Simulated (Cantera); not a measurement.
Feed: 1 mol CaO, 2.7 mol O2, 0.17 mol H2O, held at 101000 Pa.

Cantera equilibrium calculation (NASA polynomials, part measured and part estimated; ideal gas, pure solids and liquids). Candidate condensed phases: Ca, CaO, Ca(OH)2, H2O; 14 gas species. Rates play no part. All values below are at 1873 K.

Base state: O2 0.940, H2O 0.0586, OH 0.00117, O 0.000228 (mole fractions); condensed: CaO(s).

Question: What changes in the equilibrium state with this change: pressure from 101000 Pa to 10000 Pa?

Answer: 
| species | before | after |
|---|---|---|
| O2 | 0.940 | 0.939 |
| H2O | 0.0586 | 0.0581 |
| OH | 0.00117 | 0.00208 |
| O | 0.000228 | 0.000724 |
| H2 | 6.22e-6 | 1.96e-5 |
| CaO(s), mol | 1.000 | 1.000 |
